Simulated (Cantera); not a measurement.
Cantera run, input and output.

```python
import numpy as np
import cantera as ct

gas = ct.Solution("gri30.yaml")
gas.TPX = 700, 690000, {'CH4': 1, 'C2H6': 1.3, 'O2': 5.04, 'N2': 18.9}
flame = ct.FreeFlame(gas, width=0.01)
flame.set_refine_criteria(ratio=3, slope=0.08, curve=0.16)
flame.transport_model = "mixture-averaged"
flame.solve(loglevel=0, auto=True)
z, T = flame.grid, flame.T
thick = (T[-1] - T[0]) / np.gradient(T, z).max()
show = ['CH4', 'C2H6', 'O2', 'HCO', 'NO', 'C2H']
print(f"laminar burning velocity  {flame.velocity[0] * 100:.3f} cm/s")
print(f"burnt temperature         {T[-1]:.1f} K")
print(f"thermal thickness         {thick * 1e3:.4f} mm")
print(f"grid points               {len(z)}")
z0 = z[flame.heat_release_rate.argmax()]
print(f"{'z/mm':>9s}{'T/K':>9s}{'u/(m/s)':>9s}" + "".join(f"{s:>11s}" for s in show))
rows = []
for k in (-3, -2, -1.5, -1, -0.5, -0.25, 0, 0.25, 0.5, 1, 2, 4, 8):
    zz = z0 + k * thick
    rows.append([k * thick, np.interp(zz, z, T), np.interp(zz, z, flame.velocity),
                 *(np.interp(zz, z, flame.X[gas.species_index(s)]) for s in show)])
    print(f"{rows[-1][0] * 1e3:9.3f}{rows[-1][1]:9.1f}{rows[-1][2]:9.3f}" + "".join(f"{x:11.3e}" for x in rows[-1][3:]))
```

It prints:

```
laminar burning velocity  98.182 cm/s
burnt temperature         2385.2 K
thermal thickness         0.0635 mm
grid points               148
     z/mm      T/K  u/(m/s)        CH4       C2H6         O2        HCO         NO        C2H
   -0.190    700.4    0.985  3.798e-02  4.941e-02  1.915e-01  5.552e-17  1.422e-09  3.772e-24
   -0.127    704.6    0.995  3.769e-02  4.916e-02  1.903e-01  8.008e-15  1.591e-08  4.385e-21
   -0.095    719.9    1.022  3.713e-02  4.872e-02  1.880e-01  2.947e-13  7.733e-08  7.394e-19
   -0.063    809.2    1.163  3.490e-02  4.632e-02  1.782e-01  1.728e-10  6.090e-07  3.220e-15
   -0.032   1233.2    1.827  2.612e-02  2.900e-02  1.327e-01  1.078e-06  7.338e-06  1.109e-09
   -0.016   1633.2    2.474  1.732e-02  9.751e-03  8.679e-02  1.997e-05  1.856e-05  1.802e-07
    0.000   1999.0    3.075  6.728e-03  5.045e-04  4.116e-02  3.713e-05  3.680e-05  3.922e-06
    0.016   2189.3    3.375  1.292e-03  4.764e-06  1.546e-02  1.936e-05  6.549e-05  5.548e-06
    0.032   2257.2    3.471  1.934e-04  8.701e-08  5.750e-03  5.341e-06  9.414e-05  1.758e-06
    0.063   2300.6    3.524  5.823e-06  8.606e-11  1.382e-03  6.393e-07  1.254e-04  7.926e-08
    0.127   2334.7    3.567  4.420e-08  6.056e-15  4.897e-04  3.385e-07  1.430e-04  6.736e-10
    0.254   2361.5    3.603  2.057e-10  3.195e-18  2.024e-04  2.153e-07  1.504e-04  2.374e-12
    0.508   2377.4    3.624  5.028e-12  1.370e-20  7.981e-05  1.359e-07  1.537e-04  9.751e-15
```

Model: GRI-Mech 3.0 (53 species, 325 reactions), integrated in Cantera. Burning velocities carry a grid error of a few per cent, more on coarse grids.
